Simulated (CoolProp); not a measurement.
Properties of R1234yf at several states (Tc = 94.7 °C, pc = 3.384 MPa, ω = 0.276).

The numbers come from the reference Helmholtz-energy equation of state, Lemmon 2022 in CoolProp.

```csv
T (°C),p (MPa),phase,density (kg/m³),cv (kJ/(kg K)),speed of sound (m/s),Joule-Thomson coefficient (K/MPa),viscosity (µPa s)
21.15,0.0229,gas,1.073,0.8117,…,18.72,12.2
-19.55,0.0116,gas,0.6301,0.7301,142.1,…,10.5
100.15,0.159,gas,5.936,0.9556,…,9.274,…
-73.55,2.03,liquid,…,0.7697,…,…,…
```

Q: Fill in the missing entries.

A: 
- 21.15, speed of sound (m/s): 152.3
- -19.55, Joule-Thomson coefficient (K/MPa): 30.45
- 100.15, speed of sound (m/s): 168.9
- 100.15, viscosity (µPa s): 15.5
- -73.55, density (kg/m³): 1383
- -73.55, speed of sound (m/s): 901.4
- -73.55, Joule-Thomson coefficient (K/MPa): -0.4082
- -73.55, viscosity (µPa s): 592

Viscosity comes from a separate model (Bell 2016), an estimate that may be off by 10 % or more.
